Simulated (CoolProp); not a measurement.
The numbers come from the reference Helmholtz-energy equation of state, Lemmon 2006 in CoolProp. It is a short technical equation, of lower accuracy than the large ones.

Task: For nitrous oxide, give the phase and the cp (kJ/(kg K)), cv (kJ/(kg K)), speed of sound (m/s) at 418.4 K and 0.101 MPa; 472.5 K and 0.101 MPa; 499.6 K and 0.101 MPa.

Result: 
- 418.4 K and 0.101 MPa: gas; cp 0.986, cv 0.795, speed of sound 312
- 472.5 K and 0.101 MPa: gas; cp 1.03, cv 0.835, speed of sound 331
- 499.6 K and 0.101 MPa: gas; cp 1.04, cv 0.853, speed of sound 339
